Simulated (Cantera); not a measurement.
Stirred combustor or abatement burner

A perfectly stirred reactor is fed with 26.2 % CO, 3.41 % H₂, 14.8 % O₂, 55.6 % N₂, equivalence ratio 1.0, at 1200000 Pa; it is adiabatic with a 750 K inlet, and is followed from long to short residence time, starting on the burning branch (τ in s: 0.085, 0.036, 0.015, 0.0062, 0.0026, 0.0011, 0.00046, 0.00019, 8e-05, 3.3e-05).

Detailed kinetics in Cantera: GRI-Mech 3.0 (53 species, 325 reactions). The hydrogen kinetics of GRI-Mech 3.0 are dated; newer H2 mechanisms differ, most at raised pressure. The pressure lies above the range GRI-Mech 3.0 was tuned for (to about 10 atm).

```csv
τ (s),T (K),x CO,x H₂,x O₂,x NO,x CO₂
0.085,2667,0.0463,0.000983,0.0182,0.00791,0.253
0.036,2666,0.0464,0.000985,0.0183,0.00780,0.253
0.015,2665,0.0467,0.000991,0.0185,0.00757,0.253
0.0062,2661,0.0473,0.00100,0.0190,0.00705,0.252
0.0026,2652,0.0488,0.00104,0.0202,0.00608,0.251
0.0011,2631,0.0518,0.00111,0.0223,0.00460,0.247
0.00046,2588,0.0579,0.00125,0.0260,0.00289,0.240
0.00019,2509,0.0681,0.00151,0.0314,0.00147,0.228
8.0e-5,2399,0.0815,0.00187,0.0378,0.000650,0.212
3.3e-5,2257,0.0977,0.00229,0.0454,0.000280,0.192
```
x: mole fraction; the columns are a selection and need not sum to one.
